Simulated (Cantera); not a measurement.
## Transport properties of process gases

Gas mixture: O2 : CO2 = 0.55 : 1 (molar parts), at 0.0133 bar, frozen composition.

Cantera's kinetic-theory transport with the Lennard-Jones parameters of GRI-Mech 3.0, ideal gas; thermal conductivity in the mixture-averaged form.

```tsv
T (K)	ρ (kg/m³)	cp (J/kg/K)	μ (µPa s)	λ (mW/m/K)	Pr	D (cm²/s) N2	D (cm²/s) H2O	D (cm²/s) NH3
400	0.0159	938.9	21.4	28.1	0.716	22.0	24.2	23.6
500	0.0127	1002	25.7	35.9	0.719	32.6	37.4	36.2
600	0.0106	1055	29.7	43.4	0.721	44.7	52.9	51.0
700	0.00910	1099	33.3	50.7	0.723	58.2	70.6	67.8
800	0.00797	1136	36.8	57.7	0.725	73.1	90.3	86.4
900	0.00708	1167	40.0	64.3	0.726	89.2	112	107
```
D: mixture-averaged diffusion coefficient of that species in the mixture.
